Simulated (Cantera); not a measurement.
# B + H2 (boron, boron nitride and boron oxide)

Charge: 1 mol B, 96 mol H2, equilibrated at 2200 K and 35.0 mbar.

These are equilibrium values from Cantera (NASA tables, ideal gas, pure condensed phases), not measurements of a reactor. Candidate condensed phases: B; 7 gas species. The tables' values for BH2 are old estimates; treat these amounts as uncertain. Gases not in the tables: B2H6 and higher boranes. Kinetics and transport are ignored.

```yaml
x(H2): 0.969
x(H): 0.0296
x(BH2): 0.00128
x(B): 7.81e-5
x(BH): 1.69e-5
x(BH3): 1.02e-5
n(B(s)): 0.865 mol
gas_amount: 97.45 mol
```
